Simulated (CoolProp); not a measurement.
R245ca at several states: Z from the reference equation and from simpler models built on Tc = 447.6 K, pc = 3.941 MPa, ω = 0.355; each cubic takes its own stable root.

Computed with CoolProp (reference Helmholtz-energy equation of state, Zhou 2016).

```tsv
T (K)	p (MPa)	phase	reference
266.3	0.442	liquid	0.01826
237.9	0.0776	liquid	0.003436
329.2	0.0137	gas	0.9964
325.8	10	liquid	0.3676
281.7	0.0176	gas	0.9921
```

Problem. How far does each simpler model (van der Waals, Redlich-Kwong, Soave-Redlich-Kwong, Peng-Robinson) lie from the reference over these 5 states: mean and median of the absolute difference, and the worst?

Solution. 
- van der Waals: mean 5677.8 %, median 57.1 %, worst +28264.4 % at 237.9 K and 0.0776 MPa
- Redlich-Kwong: mean 7.7 %, median 11.8 %, worst +13.2 % at 266.3 K and 0.442 MPa
- Soave-Redlich-Kwong: mean 5.0 %, median 7.2 %, worst +9.1 % at 237.9 K and 0.0776 MPa
- Peng-Robinson: mean 2.4 %, median 3.1 %, worst -4.8 % at 325.8 K and 10 MPa

At some of these states van der Waals gives the other phase, because its saturation line lies elsewhere.
